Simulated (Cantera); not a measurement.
A perfectly stirred reactor is fed with CH4 : H2 : O2 : N2 = 1 : 0.13 : 3.9 : 31.6 (molar parts), at 4.10 bar; it is adiabatic with a 775 K inlet, and is followed from long to short residence time, starting on the burning branch (τ in s: 0.076, 0.023, 0.0069, 0.0021, 0.00063, 0.00019, 5.7e-05, 1.7e-05, 5.2e-06).

Model: GRI-Mech 3.0 (53 species, 325 reactions), integrated in Cantera.

Problem. Predict: blow-out, bracketed by the residence times tried; x(CH4) at τ = 76.0 ms; x(H2) at τ = 76.0 ms; x(O2) at τ = 76.0 ms; x(H2O2) at τ = 76.0 ms; x(NO) at τ = 76.0 ms; x(CH4) at τ = 0.630 ms; x(H2) at τ = 0.630 ms; x(O2) at τ = 0.630 ms.

Solution. 
```json
{
 "blow_out_bracketed_by_the_residence_times_tried": "burning at 6.90 ms, out at 2.10 ms",
 "x(CH4) at τ = 76.0 ms": "3.24e-5",
 "x(H2) at τ = 76.0 ms": "2.08e-5",
 "x(O2) at τ = 76.0 ms": "0.0504",
 "x(H2O2) at τ = 76.0 ms": "9.99e-8",
 "x(NO) at τ = 76.0 ms": "7.42e-7",
 "x(CH4) at τ = 0.630 ms": "0.0273",
 "x(H2) at τ = 0.630 ms": "0.00355",
 "x(O2) at τ = 0.630 ms": "0.106"
}
```
